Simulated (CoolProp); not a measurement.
Vapour-liquid equilibrium of R22 (1) + n-hexane (2) at -16.25 °C; x and y are mole fractions of (1).

Values from CoolProp's multi-fluid Helmholtz-energy mixture model, Kamei 1995 and Thol 2019; pair parameters Bell 2016.

```tsv
x	bubble pressure (MPa)	y at the bubble point	dew pressure at overall composition x (MPa)	liquid density (mol/L)
0.05	0.02698	0.915	0.002493	(withheld)
0.2	0.09275	(withheld)	(withheld)	8.943
0.35	0.1423	(withheld)	0.003640	9.753
0.5	0.1778	0.991	0.004726	10.69
0.65	0.2059	0.993	0.006734	11.80
0.8	0.2339	0.996	0.01171	13.14
0.95	0.2686	0.999	(withheld)	14.79
```

Complete the blanks.


- 0.05, liquid density (mol/L): 8.237
- 0.2, y at the bubble point: 0.978
- 0.2, dew pressure at overall composition x (MPa): 0.002960
- 0.35, y at the bubble point: 0.987
- 0.95, dew pressure at overall composition x (MPa): 0.04475

No azeotrope shows between x = 0.05 and 0.95.

The pair parameters rest on a limited set of measurements; away from them the model extrapolates. With so large a gap from Raoult's law the liquid may split in two, which this calculation doesn't test in full.
